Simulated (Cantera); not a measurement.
Feed: 1 mol Si3N4, a varied amount of HF, at 930 Pa.

These are equilibrium values from Cantera (NASA tables, ideal gas, pure condensed phases), not measurements of a reactor. Candidate condensed phases: Si, Si3N4; 37 gas species. Mutual solubility and eutectic melting of coexisting phases are not modelled. The tables' values for SiF2, SiF3 are old estimates. The numbers say what is thermodynamically allowed, not how fast it happens.

Task: What condenses at these points (T in K, n(HF) in mol): (1748, 1.1); (1298, 1.1); (1373, 7.3); (1223, 3.6); (1973, 1.4); (1973, 2.9); (1898, 12)?

Result: 
| T (K) | n(HF) in mol | condensed phases | Si condensed (%) |
|---|---|---|---|
| 1748 | 1.1 | Si + Si3N4 | 87.1 |
| 1298 | 1.1 | Si3N4 | 90.8 |
| 1373 | 7.3 | Si3N4 | 38.5 |
| 1223 | 3.6 | Si3N4 | 70.0 |
| 1973 | 1.4 | Si | 79.8 |
| 1973 | 2.9 | Si | 59.3 |
| 1898 | 12 | gas only | 0.0 |
